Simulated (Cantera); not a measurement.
An adiabatic, constant-pressure homogeneous reactor starts with CO : H2 : CH4 : O2 : N2 : H2O = 1 : 1 : 0.046 : 0.84 : 3.16 : 0.12 (molar parts), equivalence ratio 1.3, at 1423 K and 31000 Pa. Integrator tolerance rtol = 1e-08.

Detailed kinetics in Cantera: GRI-Mech 3.0 (53 species, 325 reactions).

Problem. What does this change do: initial temperature 1423 to 1350 K?

Solution. 
```json
[
 {"quantity": "time of steepest temperature rise", "before": "69.3 µs", "after": "92.1 µs"},
 {"quantity": "temperature at 8.00 s", "before": "2683 K", "after": "2663 K"},
 {"quantity": "equilibrium temperature", "before": "2683 K", "after": "2663 K"},
 {"quantity": "x(CO) at 8.00 s", "before": "0.105 (gas-phase equilibrium 0.105)", "after": "0.103 (gas-phase equilibrium 0.103)"},
 {"quantity": "x(H2) at 8.00 s", "before": "0.0319 (gas-phase equilibrium 0.0319)", "after": "0.0310 (gas-phase equilibrium 0.0310)"},
 {"quantity": "x(CH4) at 8.00 s", "before": "<1e-12 (gas-phase equilibrium <1e-12)", "after": "<1e-12 (gas-phase equilibrium <1e-12)"},
 {"quantity": "x(CH2O) at 8.00 s", "before": "4.16e-10 (gas-phase equilibrium 4.16e-10)", "after": "3.96e-10 (gas-phase equilibrium 3.96e-10)"},
 {"quantity": "x(CH2) at 8.00 s", "before": "<1e-12 (gas-phase equilibrium <1e-12)", "after": "<1e-12 (gas-phase equilibrium <1e-12)"},
 {"quantity": "x(HCO) at 8.00 s", "before": "6.15e-8 (gas-phase equilibrium 6.15e-8)", "after": "5.66e-8 (gas-phase equilibrium 5.66e-8)"}
]
```
